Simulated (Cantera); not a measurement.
Input: 1 mol SiCl₄, 63 mol H₂, held at 1575 K and 13.3 mbar.

These are equilibrium values from Cantera (NASA tables, ideal gas, pure condensed phases), not measurements of a reactor. Candidate condensed phases: Si; 19 gas species. The tables' values for SiCl₃ are old estimates; treat these amounts as uncertain. Equilibrium is a limit: real reactors are often held back by kinetics, nucleation or transport.

Base state: H₂ 0.946, HCl 0.0461, SiCl₂ 0.00761, H 0.000350, SiCl₃ 6.55e-5, Cl 1.35e-5 (mole fractions); condensed: Si(s).

Q: What changes in the equilibrium state with this change: SiCl₄ replaced by SiH₄?

A: 
| species | before | after |
|---|---|---|
| H₂ | 0.946 | 1.000 |
| H | 0.000350 | 0.000360 |
| HCl | 0.0461 | 0 |
| SiCl₂ | 0.00761 | 0 |
| SiCl₃ | 6.55e-5 | 0 |
| Cl | 1.35e-5 | 0 |
| Si(s), mol | 0.499 | 0.999 |

Q: What changes in the equilibrium state with this change: temperature from 1575 K to 1848.15 K?

A: 
```tsv
species	before	after
H₂	0.946	0.941
HCl	0.0461	0.0472
SiCl₂	0.00761	0.00687
H	0.000350	0.00446
Si	4.31e-6	0.000471
SiH	1.16e-6	5.26e-5
Si(s), mol	0.499	0
Si(l), mol	0	0.503
```
The tables' values for SiCl, SiCl₃ are old estimates; treat these amounts as uncertain. Gases not in the tables: Si₂H₆ and higher silanes.
